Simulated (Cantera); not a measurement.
Feed: 1 mol HMDSO, 7.1 mol CO2, 0.17 mol H2, 0.92 mol N2O, held at 0.550 bar.

Cantera equilibrium calculation (NASA polynomials, part measured and part estimated; ideal gas, pure solids and liquids). Candidate condensed phases: C, C6H6, C7H8, C8H18, H2O, Si, SiC, SiO2, Si2N2O, Si3N4; 151 gas species. The feed counts by its element totals alone. The tables hold silica as quartz up to 1696 K and as liquid above; real silica turns to tridymite and cristobalite and melts near 1996 K. Kinetics and transport are ignored.

Over these rows the condensed part is C(graphite) + SiO2(β-quartz). Partial pressures as log10 of bar:

```csv
T (K),1000/T (1/K),log p HCN,log p CO,log p H2,log p N2,log p CO2
898,1.1136,-7.18,-0.88,-0.68,-1.52,-1.00
973,1.0277,-6.60,-0.66,-0.66,-1.58,-1.32
1048,0.9542,-6.10,-0.56,-0.65,-1.62,-1.78
1123,0.8905,-5.67,-0.54,-0.65,-1.63,-2.29
1198,0.8347,-5.28,-0.53,-0.65,-1.64,-2.76
1273,0.7855,?,-0.52,-0.65,-1.64,-3.19
```

Problem. Fit log p(HCN) = a + b·(1000/T) to the five rows, give the apparent enthalpy, and predict the row at 1273 K.

Solution. Means: 1000/T = 0.9641, log p = -6.166. Sxy = -0.331003, Sxx = 0.0486545, so b = -6.80 and a = -6.166 − (-6.80)×0.9641 = 0.39.
Apparent enthalpy: −19.145 × (-6.80) = 130 kJ/mol. With the condensed phases at unit activity, C(graphite) + 1/2 H2(g) + 1/2 N2(g) = HCN(g) links this pressure to the main gases: over the six rows their terms move log p by -0.04 in all, so the slope is close to that reaction's ΔH°. The five rows lie within 0.01 of the line.
Prediction at 1273 K: 0.39 + (-6.80)×0.7855 = -4.95. The computed value is -4.94, 0.01 from the line.
